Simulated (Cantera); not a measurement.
Adiabatic ignition

An adiabatic, constant-pressure homogeneous reactor starts with CH₄ : C₂H₆ : C₃H₈ : O₂ : N₂ = 1 : 0.14 : 0.18 : 3.08 : 11.6 (molar parts), equivalence ratio 1.1, at 1223 K and 420000 Pa.

Detailed kinetics in Cantera: GRI-Mech 3.0 (53 species, 325 reactions). GRI-Mech 3.0 was tuned for natural gas; its chemistry of propane as a main component is partial and can be far from experiment.

| t (s) | T (K) | x CH₄ | x C₂H₆ | x C₃H₈ | x C₂H₄ | x CH₂O | x CH₂CO |
|---|---|---|---|---|---|---|---|
| 2.00e-6 | 1223 | 0.0625 | 0.00875 | 0.0112 | 2.15e-7 | 2.13e-9 | <1e-12 |
| 4.60e-6 | 1223 | 0.0625 | 0.00875 | 0.0112 | 6.40e-7 | 1.23e-8 | <1e-12 |
| 1.06e-5 | 1223 | 0.0625 | 0.00875 | 0.0112 | 1.74e-6 | 7.54e-8 | 3.00e-12 |
| 2.43e-5 | 1223 | 0.0625 | 0.00875 | 0.0112 | 4.94e-6 | 5.18e-7 | 4.37e-11 |
| 5.58e-5 | 1223 | 0.0625 | 0.00874 | 0.0112 | 1.73e-5 | 4.19e-6 | 8.29e-10 |
| 0.000128 | 1223 | 0.0625 | 0.00872 | 0.0112 | 8.51e-5 | 3.75e-5 | 2.44e-8 |
| 0.000295 | 1224 | 0.0623 | 0.00862 | 0.0110 | 0.000438 | 0.000243 | 6.73e-7 |
| 0.000678 | 1231 | 0.0615 | 0.00818 | 0.0101 | 0.00196 | 0.00112 | 1.37e-5 |
| 0.00156 | 2753 | <1e-12 | <1e-12 | <1e-12 | <1e-12 | 1.21e-9 | <1e-12 |
| 0.00358 | 2744 | <1e-12 | <1e-12 | <1e-12 | <1e-12 | 1.26e-9 | <1e-12 |
| 0.00823 | 2744 | <1e-12 | <1e-12 | <1e-12 | <1e-12 | 1.26e-9 | <1e-12 |
| 0.0189 | 2744 | <1e-12 | <1e-12 | <1e-12 | <1e-12 | 1.26e-9 | <1e-12 |
| 0.0435 | 2744 | <1e-12 | <1e-12 | <1e-12 | <1e-12 | 1.26e-9 | <1e-12 |
| 0.100 | 2744 | <1e-12 | <1e-12 | <1e-12 | <1e-12 | 1.26e-9 | <1e-12 |
x: mole fraction; the columns are a selection and need not sum to one.

time of steepest temperature rise: 1.18 ms
temperature at 0.100 s: 2744 K
equilibrium temperature: 2744 K
x(CH₄) at 0.100 s: <1e-12 (gas-phase equilibrium <1e-12)
x(C₂H₆) at 0.100 s: <1e-12 (gas-phase equilibrium <1e-12)
x(C₃H₈) at 0.100 s: <1e-12 (gas-phase equilibrium <1e-12)
